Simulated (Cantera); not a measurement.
Cantera run:

```python
import numpy as np
import cantera as ct

gas_names = """
    Cr CrO CrO2 CrO3 H HO2 H2 H2O H2O2 O OH O2 O3
""".split()
cond_names = """
    Cr(cr) Cr(L) Cr2O3(s) Cr2O3(L) H2O(s) H2O(L)
""".split()


# ... load() reads the species with a 1 bar reference pressure and builds the phases ...
atoms = {
    'Cr2O3': {'Cr': 2, 'O': 3},
    'H2': {'H': 2},
    'H2O': {'H': 2, 'O': 1},
}
top_T = {}  # K; cautious upper limits of use, not melting points


# ... equilibrate(T, P, feed) seeds the gas with the atoms and calls Mixture.equilibrate('TP', solver="vcs", rtol=1e-11, max_steps=5000) ...
results = []
feed = {'Cr2O3': 1, 'H2': 880, 'H2O': 5.3}  # mol
T = 1073.15  # K
P = 101325  # Pa
mix = equilibrate(T, P, feed)
results.append((T, P, feed, dict(zip(mix.species_names, mix.species_moles))))
x = sorted(zip(gas.X, gas.species_names), reverse=True)
print(f"T = {T:g} K  P = {P:g} Pa  gas = {mix.phase_moles(0):.4g} mol")
print("   x: " + "  ".join(f"{s} {v:.3e}" for v, s in x if v > 0.0001))
print("   condensed (mol): " + ("  ".join(f"{mix.phase(i).name} {mix.phase_moles(i):.4g}"
      for i in range(1, mix.n_phases) if mix.phase_moles(i) > 1e-12) or "none"))
```

It prints:

```
T = 1073.15 K  P = 101325 Pa  gas = 885.3 mol
   x: H2 9.940e-01  H2O 5.987e-03
   condensed (mol): Cr2O3(s) 1
```

Cantera equilibrium calculation (NASA polynomials, part measured and part estimated; ideal gas, pure solids and liquids).
